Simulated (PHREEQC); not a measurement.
Dissolve 0.018 mol AgNO3 and 0.3 mol HNO3 per kg of water at 83 °C. Closed to the air; pH follows from the charge balance.

The numbers come from PHREEQC with the ion-association model, wateq4f.dat.

No solid was allowed to form.

**Question.** Predict the pH, activity of water.

**Answer.** pH 0.64; activity of water 0.989.

**Question.** In which forms is Ag present?

**Answer.** Ag+ 94 %, AgNO3 6.2 % of the Ag.

Complexes and solids missing from the database can't appear. Away from 25 °C the constants follow the database's enthalpies or fits; those with neither stay at their 25 °C values.
